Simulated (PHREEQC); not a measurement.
## Brine

Make-up at 25 °C: 1 mol MgSO4, 0.22 mol K2SO4 and 3.2 mol MgCl2 per kg of water. Closed to the air; pH follows from the charge balance.

The numbers come from PHREEQC with the Pitzer model, pitzer.dat.

Each row changes one thing in this solution. Precipitation was switched off in this run.

```csv
case,MgOH+ (mol/kgw),HSO4- (mol/kgw),SI of Kieserite (MgSO4:H2O)
as made,5.54e-6,4.56e-6,-0.04
temperature from 25 to 40 °C,9.63e-6,8.02e-6,-0.06
MgCl2 replaced by NaCl at the same molality,2.50e-6,[?],[?]
K2SO4 from 0.22 to 0.044 mol/kgw,5.14e-6,3.96e-6,[?]
```

Question: Fill in the missing entries.

Answer: 
- MgCl2 replaced by NaCl at the same molality, HSO4- (mol/kgw): 2.17e-6
- MgCl2 replaced by NaCl at the same molality, SI of Kieserite (MgSO4:H2O): -1.74
- K2SO4 from 0.22 to 0.044 mol/kgw, SI of Kieserite (MgSO4:H2O): -0.08

Some of these states are supersaturated (in Epsomite, Hexahydrite, for instance). At this temperature some constants are extrapolated from 25 °C, and those without enthalpy data are left unchanged.
